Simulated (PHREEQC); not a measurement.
1 kg of water holding 0.55 mol NaHCO3 meets 20 L of dry gas (CO2 1 by moles) at fixed total pressure, at 40 °C; fugacities by Peng-Robinson. The gases take part in no redox reaction, some water evaporates into the gas, and hydrates or a liquid gas phase aren't modelled. No solid was allowed to form.

The numbers come from PHREEQC with the Pitzer model, pitzer.dat.

```tsv
P (atm)	dissolved CO2 (all carbonate carbon) (mol/kgw)	φ of CO2	pH
2	0.589	0.991	7.15
5	0.653	0.976	6.76
10	0.754	0.953	6.47
20	(withheld)	(withheld)	6.19
30	1.10	0.862	6.04
40	1.25	0.819	5.94
50	(withheld)	0.776	5.87
75	(withheld)	0.670	5.77
100	1.69	(withheld)	5.73
150	1.76	0.425	5.69
200	(withheld)	0.355	5.65
300	1.90	0.287	(withheld)
400	1.97	0.257	5.53
```

What belongs in the gaps?


- 20, dissolved CO2 (all carbonate carbon) (mol/kgw): 0.940
- 20, φ of CO2: 0.907
- 50, dissolved CO2 (all carbonate carbon) (mol/kgw): 1.37
- 75, dissolved CO2 (all carbonate carbon) (mol/kgw): 1.59
- 100, φ of CO2: 0.561
- 200, dissolved CO2 (all carbonate carbon) (mol/kgw): 1.82
- 300, pH: 5.59

At this temperature some constants are extrapolated from 25 °C, and those without enthalpy data are left unchanged.
